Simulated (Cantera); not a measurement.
Feed: 1 mol PbCl2, 0.19 mol H2, 380 mol N2, equilibrated at 0.133 bar.

These are equilibrium values from Cantera (NASA tables, ideal gas, pure condensed phases), not measurements of a reactor. Candidate condensed phases: NH4Cl, Pb, PbCl2; 17 gas species. Kinetics and transport are ignored.

Task: Which condensed phases are stable at each of these points (T (K)): 948, 973, 998, 1023, 1048, 1073, 1098, 1123, 1148, 1173, 1198, 1223?

Result: 
```json
[
 {"T (K)": "948", "condensed phases": "Pb(l)", "Pb condensed (%)": "1.7"},
 {"T (K)": "973", "condensed phases": "gas only", "Pb condensed (%)": "0.0"},
 {"T (K)": "998", "condensed phases": "gas only", "Pb condensed (%)": "0.0"},
 {"T (K)": "1023", "condensed phases": "gas only", "Pb condensed (%)": "0.0"},
 {"T (K)": "1048", "condensed phases": "gas only", "Pb condensed (%)": "0.0"},
 {"T (K)": "1073", "condensed phases": "gas only", "Pb condensed (%)": "0.0"},
 {"T (K)": "1098", "condensed phases": "gas only", "Pb condensed (%)": "0.0"},
 {"T (K)": "1123", "condensed phases": "gas only", "Pb condensed (%)": "0.0"},
 {"T (K)": "1148", "condensed phases": "gas only", "Pb condensed (%)": "0.0"},
 {"T (K)": "1173", "condensed phases": "gas only", "Pb condensed (%)": "0.0"},
 {"T (K)": "1198", "condensed phases": "gas only", "Pb condensed (%)": "0.0"},
 {"T (K)": "1223", "condensed phases": "gas only", "Pb condensed (%)": "0.0"}
]
```

At 948 K the condensed part is Pb(l). From 973 K to 1223 K nothing is condensed.
